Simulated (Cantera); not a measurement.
A Cantera script and its output.

```python
import numpy as np
import cantera as ct

gas = ct.Solution("gri30.yaml")
gas.TPX = 673, 100000, {'CH4': 0.76, 'O2': 2.3, 'N2': 8.64}
inlet = ct.Reservoir(gas, clone=True)
gas.equilibrate("HP")  # start burning
reactor = ct.IdealGasConstPressureReactor(gas, energy="on", clone=False)
exhaust = ct.Reservoir(gas, clone=True)
tau = [0.16, 0.059, 0.021, 0.0077, 0.0028, 0.001, 0.00036, 0.00013, 4.7e-05, 1.7e-05, 6.1e-06][0]
for a, b in ((inlet, reactor), (reactor, exhaust)):
    ct.MassFlowController(a, b, mdot=lambda t: reactor.mass / tau)
net = ct.ReactorNet([reactor])
show = ['CH4', 'O2', 'CO', 'C2H6', 'CH3', 'HCN', 'C2H2']

rows = []
print(f"{'tau/s':>10s}{'T/K':>9s}" + "".join(f"{s:>11s}" for s in show))
for tau in [0.16, 0.059, 0.021, 0.0077, 0.0028, 0.001, 0.00036, 0.00013, 4.7e-05, 1.7e-05, 6.1e-06]:
    net.initial_time = 0.0
    net.advance(30 * tau)
    before = gas.X
    net.advance(40 * tau)
    drift = np.max(np.abs(gas.X - before) / (gas.X + 1e-9))
    rows.append([gas.T, *gas[show].X, drift])
    print(f"{tau:10.3e}{gas.T:9.1f}" + "".join(f"{x:11.3e}" for x in gas[show].X))
```

It prints:

```
     tau/s      T/K        CH4         O2         CO       C2H6        CH3        HCN       C2H2
 1.600e-01   2052.5  2.752e-06  6.606e-02  7.030e-04  2.709e-12  9.236e-07  3.025e-08  7.097e-11
 5.900e-02   2048.2  6.324e-06  6.621e-02  9.732e-04  1.284e-11  2.084e-06  3.266e-08  2.916e-10
 2.100e-02   2037.7  1.352e-05  6.638e-02  1.589e-03  4.770e-11  4.268e-06  3.579e-08  8.494e-10
 7.700e-03   2018.1  2.658e-05  6.670e-02  2.746e-03  1.378e-10  7.810e-06  4.214e-08  1.805e-09
 2.800e-03   1984.9  5.228e-05  6.738e-02  4.734e-03  3.815e-10  1.391e-05  5.607e-08  3.486e-09
 1.000e-03   1933.1  1.089e-04  6.873e-02  7.876e-03  1.206e-09  2.558e-05  8.445e-08  7.273e-09
 3.600e-04   1860.9  2.500e-04  7.125e-02  1.256e-02  5.087e-09  5.052e-05  1.368e-07  1.926e-08
 1.300e-04   1764.7  7.074e-04  7.673e-02  2.041e-02  4.040e-08  1.188e-04  2.433e-07  8.668e-08
 4.700e-05    673.0  6.496e-02  1.966e-01 -1.732e-15 -4.832e-17  4.119e-16 -2.833e-20 -3.895e-19
 1.700e-05    673.0  6.496e-02  1.966e-01  3.093e-17  8.625e-19  1.464e-16  5.058e-22  6.953e-21
 6.100e-06    673.0  6.496e-02  1.966e-01  1.046e-19  2.916e-21  5.450e-17  1.710e-24  2.351e-23
```

Detailed kinetics in Cantera: GRI-Mech 3.0 (53 species, 325 reactions).
